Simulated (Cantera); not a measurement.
What does this Cantera script print?

```python
import numpy as np
import cantera as ct

gas_names = """
    N NO NO2 NO3 N2 N2O O O2 O3 Pb PbO Pb2
""".split()
cond_names = """
    Pb(cr) Pb(L) PbO(rd) PbO(yw) PbO(L) PbO2(s) Pb3O4(s)
""".split()


# ... load() reads the species with a 1 bar reference pressure and builds the phases ...
atoms = {
    'PbO': {'Pb': 1, 'O': 1},
    'N2': {'N': 2},
}
top_T = {'Pb3O4(s)': 820}  # K; cautious upper limits of use, not melting points


# ... equilibrate(T, P, feed) seeds the gas with the atoms and calls Mixture.equilibrate('TP', solver="vcs", rtol=1e-11, max_steps=5000) ...
results = []
feed = {'PbO': 1, 'N2': 7.7}  # mol
P = 100000  # Pa
for T in [573, 723, 873, 1023, 1173, 1323, 1473, 1623]:
    mix = equilibrate(T, P, feed)
    results.append((T, P, feed, dict(zip(mix.species_names, mix.species_moles))))

top = {s: max(r[3][s] / sum(r[3][g] for g in gas_names) for r in results) for s in gas_names}
cols = sorted((s for s in top if top[s] > 0.001), key=lambda s: -top[s])[:5]
seen = [c for c in cond_names if any(r[3].get(c, 0) > 1e-12 for r in results)]
print("log10 of partial pressures in bar; condensed amounts in mol")
print(f"{'T/K':>10s}" + "".join(f"{s[:9]:>10s}" for s in cols + seen))
for T, P, feed, n in results:
    ng = sum(n[g] for g in gas_names)
    print(f"{T:10.4g}" + "".join(f"{np.log10(max(n[s] / ng * P / 1e5, 1e-99)):10.3f}" for s in cols)
          + "".join(f"{n.get(c, 0):10.4g}" for c in seen))
```

Result:

```
log10 of partial pressures in bar; condensed amounts in mol
       T/K        N2       PbO        Pb        O2   PbO(rd)   PbO(yw)    PbO(L)
       573    -0.000   -17.476   -19.102   -15.524         1         0         0
       723    -0.000   -12.111   -12.465   -13.323         1         0         0
       873    -0.000    -8.627    -9.224    -9.719         0         1         0
      1023    -0.000    -6.192    -6.901    -7.288         0         1         0
      1173    -0.000    -4.413    -5.180    -5.528         0         0    0.9997
      1323    -0.000    -3.176    -3.936    -4.269         0         0     0.994
      1473    -0.003    -2.207    -2.954    -3.279         0         0    0.9431
      1623    -0.021    -1.430    -2.161    -2.481         0         0     0.644
```

These are equilibrium values from Cantera (NASA tables, ideal gas, pure condensed phases), not measurements of a reactor. Gases not in the tables: (PbO)n polymers.
